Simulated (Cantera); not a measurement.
Mixture: CH4 : H2 : O2 : N2 = 1 : 0.19 : 4.99 : 18.8 (molar parts), equivalence ratio 0.42, at 1.40 bar, adiabatic and at constant volume. Ignition delay is the time to a rise of 400 K.

Computed with Cantera and GRI-Mech 3.0 (53 species, 325 reactions).

Problem. What does this change do: H2 0.19 to 0.082 parts?

Solution. 
| quantity | before | after |
|---|---|---|
| delay at 1248 K | 2.61 ms | 5.35 ms |
| delay at 1398 K | 0.673 ms | 1.11 ms |
| delay at 1548 K | 0.224 ms | 0.317 ms |
| delay at 1698 K | 92.0 µs | 0.117 ms |
| delay at 1848 K | 43.1 µs | 51.4 µs |
| apparent activation energy between 1773 and 1923 K | 130 kJ/mol | 140 kJ/mol |
